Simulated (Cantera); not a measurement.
Cantera with NASA thermochemical tables; ideal gases at 1 bar, condensed phases pure. Values are per mole of reaction as written; species without (g) are pure solids or liquids, kept so even where they would boil at 1 bar. The tables' values for C₂F₄ are old estimates.

Task: Between 1850 and 2250 K, where is each reaction favourable under standard conditions?
- 4 CF₃(g) + Si(g) → SiF₄(g) + 2 C₂F₄(g)

Result: 
- 4 CF₃(g) + Si(g) → SiF₄(g) + 2 C₂F₄(g): ΔG° is -891 kJ at 1850 K and -766 kJ at 2250 K; it stays negative (K > 1). ΔH° is -1467 kJ and ΔS° -312 J/K at 2250 K.
